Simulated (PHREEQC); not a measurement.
Dissolve 34 mmol/kgw H3PO4 and 17 mmol/kgw K2HPO4 at 20 °C. Closed to the air; pH follows from the charge balance.

The numbers come from PHREEQC with the ion-association model, wateq4f.dat.

Each row changes one thing in this solution. No solid was allowed to form.

```json
[
 {"case": "as made", "pH": "2.51", "ionic strength (mol/kgw)": "0.0376", "H2PO4- (mol/kgw)": "0.0376", "HPO4-2 (mol/kgw)": "1.23e-6", "KHPO4- (mol/kgw)": "4.06e-8"},
 {"case": "H3PO4 from 0.034 to 0.017 mol/kgw", "pH": "4.58", "ionic strength (mol/kgw)": "0.0341", "H2PO4- (mol/kgw)": "0.0338", "HPO4-2 (mol/kgw)": "0.000129", "KHPO4- (mol/kgw)": "4.34e-6"},
 {"case": "H3PO4 from 0.034 to 0.0374 mol/kgw", "pH": "2.44", "ionic strength (mol/kgw)": "0.0382", "H2PO4- (mol/kgw)": "0.0382", "HPO4-2 (mol/kgw)": "1.06e-6", "KHPO4- (mol/kgw)": "3.48e-8"},
 {"case": "H3PO4 left out", "pH": "9.39", "ionic strength (mol/kgw)": "0.0500", "H2PO4- (mol/kgw)": "6.26e-5", "HPO4-2 (mol/kgw)": "0.0164", "KHPO4- (mol/kgw)": "0.000491"},
 {"case": "K2HPO4 from 0.017 to 0.0034 mol/kgw", "pH": "2.02", "ionic strength (mol/kgw)": "0.0174", "H2PO4- (mol/kgw)": "0.0174", "HPO4-2 (mol/kgw)": "1.62e-7", "KHPO4- (mol/kgw)": "1.29e-9"},
 {"case": "temperature from 20 to 50 °C", "pH": "2.62", "ionic strength (mol/kgw)": "0.0368", "H2PO4- (mol/kgw)": "0.0368", "HPO4-2 (mol/kgw)": "1.86e-6", "KHPO4- (mol/kgw)": "5.93e-8"}
]
```

Complexes and solids missing from the database can't appear. H3PO4, which wateq4f.dat lacks, is added to it with the constant of phreeqc.dat. At this temperature some constants are extrapolated from 25 °C, and those without enthalpy data are left unchanged.
